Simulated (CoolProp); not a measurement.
Values from CoolProp's reference Helmholtz-energy equation of state, Lemmon 2013.

Q: For propylene, give the phase and the cp (kJ/(kg K)), speed of sound (m/s), expansivity (1/kK), viscosity (µPa s) at 104.3 K and 6.94 bar; 126.4 K and 6.94 bar.

A: 
- 104.3 K and 6.94 bar: liquid; cp 2.13, speed of sound 1930, expansivity 1.53, viscosity 3300
- 126.4 K and 6.94 bar: liquid; cp 2.08, speed of sound 1810, expansivity 1.55, viscosity 1190

Viscosity comes from a separate model (Huber 2003), an estimate that may be off by 10 % or more.
